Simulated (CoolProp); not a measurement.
Properties of carbon monoxide along the isobar 1.01 bar.

Model: reference Helmholtz-energy equation of state, Lemmon 2006, in CoolProp. It is a short technical equation, of lower accuracy than the large ones.

| T (K) | phase | Z | cv (kJ/(kg K)) | fugacity coefficient |
|---|---|---|---|---|
| 99.7 | gas | 0.9776 | 0.7542 | 0.9780 |
| 130.8 | gas | 0.9899 | 0.7458 | 0.9899 |
| 162 | gas | 0.9947 | 0.7437 | 0.9947 |
| 193.1 | gas | 0.9970 | 0.7431 | 0.9970 |
| 224.3 | gas | 0.9983 | 0.7429 | 0.9983 |
| 255.5 | gas | 0.9990 | 0.7430 | 0.9990 |
| 286.6 | gas | 0.9995 | 0.7434 | 0.9995 |
| 317.8 | gas | 0.9998 | 0.7444 | 0.9998 |
| 349 | gas | 1.000 | 0.7461 | 1.000 |
| 380.1 | gas | 1.000 | 0.7486 | 1.000 |
| 411.3 | gas | 1.000 | 0.7521 | 1.000 |
